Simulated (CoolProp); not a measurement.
Diethyl ether along the isobar 11600 kPa: fugacity coefficient from the reference equation and from simpler models built on Tc = 467.9 K, pc = 3717 kPa, ω = 0.282; each cubic takes its own stable root.

Model: reference Helmholtz-energy equation of state, Thol 2014, in CoolProp.

```tsv
T (K)	phase	reference	van der Waals	Redlich-Kwong	Peng-Robinson
368.3	liquid	0.06719	0.1729	0.09607	0.06628
373.8	liquid	0.07515	0.1820	0.1052	0.07419
379.4	liquid	0.08383	0.1915	0.1148	0.08283
385	liquid	0.09310	0.2011	0.1250	0.09207
390.5	liquid	0.1028	0.2107	0.1353	0.1017
396.1	liquid	0.1132	0.2206	0.1463	0.1121
401.6	liquid	0.1240	0.2304	0.1574	0.1229
407.2	liquid	0.1355	0.2406	0.1691	0.1345
412.8	liquid	0.1476	0.2509	0.1811	0.1467
418.3	liquid	0.1600	0.2610	0.1932	0.1591
423.9	liquid	0.1731	0.2715	0.2059	0.1723
429.4	liquid	0.1865	0.2819	0.2186	0.1857
435	liquid	0.2005	0.2925	0.2317	0.1999
440.5	liquid	0.2148	0.3029	0.2449	0.2142
446.1	liquid	0.2297	0.3137	0.2585	0.2292
451.7	liquid	0.2449	0.3244	0.2722	0.2446
```
